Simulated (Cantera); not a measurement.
What does this Cantera script print?

```python
import numpy as np
import cantera as ct

gas = ct.Solution("gri30.yaml")


def delay(T, t_max=10):
    gas.TPX = T, 500000, {'CH4': 1, 'H2': 0.14, 'O2': 1.72, 'N2': 6.49}
    reactor = ct.IdealGasReactor(gas, clone=False)
    net = ct.ReactorNet([reactor])
    net.rtol, net.atol = 1e-8, 1e-16
    while net.time < t_max:
        t_old, T_old = net.time, reactor.T
        net.step()
        if reactor.T > T + 400:  # ignition: a rise of 400 K
            return t_old + (T + 400 - T_old) / (reactor.T - T_old) * (net.time - t_old)
    return np.nan


taus = []
for T in [1250, 1350, 1450, 1550, 1650, 1750, 1850, 1950, 2050, 2150]:
    taus.append(delay(T))
    print(f"T0 = {T:6g} K   tau = {taus[-1]:.4e} s")
```

Output:

```
T0 =   1250 K   tau = 1.6341e-03 s
T0 =   1350 K   tau = 6.7067e-04 s
T0 =   1450 K   tau = 2.7809e-04 s
T0 =   1550 K   tau = 1.2044e-04 s
T0 =   1650 K   tau = 5.5848e-05 s
T0 =   1750 K   tau = 2.8029e-05 s
T0 =   1850 K   tau = 1.5198e-05 s
T0 =   1950 K   tau = 8.8370e-06 s
T0 =   2050 K   tau = 5.4608e-06 s
T0 =   2150 K   tau = 3.5572e-06 s
```

Computed with Cantera and GRI-Mech 3.0 (53 species, 325 reactions).
